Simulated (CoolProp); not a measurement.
Saturated liquid density (kg/m³) of R1123: the reference equation beside estimates from Tc = 58.6 °C, pc = 45.49 bar, ω = 0.243. Rackett uses Z = 0.29056 − 0.08775 ω.

Values from CoolProp's reference Helmholtz-energy equation of state, Akasaka 2020.

```json
[
 {"T (°C)": "-68.85", "reference": "1368", "Rackett": "1363", "van der Waals": "824.7", "Redlich-Kwong": "1212", "Soave-Redlich-Kwong": "1248", "Peng-Robinson": "1410"},
 {"T (°C)": "-66.35", "reference": "1360", "Rackett": "1356", "van der Waals": "820.3", "Redlich-Kwong": "1204", "Soave-Redlich-Kwong": "1241", "Peng-Robinson": "1402"},
 {"T (°C)": "-63.75", "reference": "1352", "Rackett": "1348", "van der Waals": "815.7", "Redlich-Kwong": "1196", "Soave-Redlich-Kwong": "1234", "Peng-Robinson": "1394"},
 {"T (°C)": "-61.25", "reference": "1345", "Rackett": "1340", "van der Waals": "811.1", "Redlich-Kwong": "1188", "Soave-Redlich-Kwong": "1227", "Peng-Robinson": "1386"},
 {"T (°C)": "-58.65", "reference": "1336", "Rackett": "1332", "van der Waals": "806.4", "Redlich-Kwong": "1180", "Soave-Redlich-Kwong": "1219", "Peng-Robinson": "1378"},
 {"T (°C)": "-56.15", "reference": "1329", "Rackett": "1324", "van der Waals": "801.7", "Redlich-Kwong": "1172", "Soave-Redlich-Kwong": "1211", "Peng-Robinson": "1370"},
 {"T (°C)": "-53.65", "reference": "1321", "Rackett": "1316", "van der Waals": "797.0", "Redlich-Kwong": "1163", "Soave-Redlich-Kwong": "1204", "Peng-Robinson": "1361"},
 {"T (°C)": "-51.05", "reference": "1312", "Rackett": "1307", "van der Waals": "792.1", "Redlich-Kwong": "1155", "Soave-Redlich-Kwong": "1196", "Peng-Robinson": "1352"},
 {"T (°C)": "-48.55", "reference": "1304", "Rackett": "1299", "van der Waals": "787.2", "Redlich-Kwong": "1146", "Soave-Redlich-Kwong": "1188", "Peng-Robinson": "1344"},
 {"T (°C)": "-45.95", "reference": "1296", "Rackett": "1291", "van der Waals": "782.2", "Redlich-Kwong": "1137", "Soave-Redlich-Kwong": "1179", "Peng-Robinson": "1335"},
 {"T (°C)": "-43.45", "reference": "1287", "Rackett": "1282", "van der Waals": "777.2", "Redlich-Kwong": "1128", "Soave-Redlich-Kwong": "1171", "Peng-Robinson": "1325"},
 {"T (°C)": "-40.85", "reference": "1279", "Rackett": "1273", "van der Waals": "772.0", "Redlich-Kwong": "1119", "Soave-Redlich-Kwong": "1162", "Peng-Robinson": "1316"}
]
```

Absolute difference from the reference over all 12 rows, mean and median: Rackett 0.4 and 0.4 %, van der Waals 39.7 and 39.7 %, Redlich-Kwong 11.9 and 11.9 %, Soave-Redlich-Kwong 8.9 and 8.8 %, Peng-Robinson 3.0 and 3.1 %.
